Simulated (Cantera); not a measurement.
Feed: 1 mol C₂F₆, 0.013 mol HCl, 2 mol H₂, held at 61.0 mbar.

These are equilibrium values from Cantera (NASA tables, ideal gas, pure condensed phases), not measurements of a reactor. Candidate condensed phases: C, C₆H₆, C₇H₈, C₈H₁₈; 118 gas species. The feed counts by its element totals alone. Gases not in the tables: C₂F₆ and larger saturated fluorocarbons. Equilibrium is a limit: real reactors are often held back by kinetics, nucleation or transport.

Q: Which condensed phases are stable at each of these points (T (°C)): 2225, 2375, 2525, 2675, 2825, 2975, 3125, 3275?

A: 
```
T (°C)  condensed phases  C condensed (%)
------  ----------------  ---------------
2225         C(graphite)             68.3
2375         C(graphite)             74.0
2525         C(graphite)             79.3
2675         C(graphite)             80.1
2825         C(graphite)             68.3
2975         C(graphite)             10.7
3125            gas only              0.0
3275            gas only              0.0
```

From 2225 °C to 2975 °C the condensed part is C(graphite). From 3125 °C to 3275 °C nothing is condensed.
